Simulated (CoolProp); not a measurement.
Vapour-liquid equilibrium of ethylene (1) + carbon dioxide (2) at 250.4 K; x and y are mole fractions of (1).

Model: multi-fluid Helmholtz-energy mixture model, Smukala 2000 and Span 1996; pair parameters Bell 2016, in CoolProp.

```
x      bubble pressure (kPa)  y at the bubble point  dew pressure at overall composition x (kPa)  liquid density (mol/L)
-----  ---------------------  ---------------------  -------------------------------------------  ----------------------
0.05                    1922                  0.092                                         1869                   23.05
0.125                   2058                  0.198                                         1964                   22.10
0.2                     2163                  0.282                                         2060                   21.21
0.275                   2245                  0.354                                         2154                   20.37
0.35                    2309                  0.418                                         2241                   19.60
0.425                   2359                  0.479                                         2316                   18.88
0.5                     2397                  0.538                                         2374                   18.22
0.575                   2423                  0.597                                         2415                   17.61
0.65                    2438                  0.659                                         2436                   17.05
0.725                   2441                  0.723                                         2441                   16.54
0.8                     2433                  0.792                                         2431                   16.07
0.875                   2413                  0.865                                         2410                   15.64
0.95                    2382                  0.944                                         2379                   15.25
```

y crosses x between x = 0.65 and 0.725: the model has an azeotrope there.

The pair parameters rest on a limited set of measurements; away from them the model extrapolates.
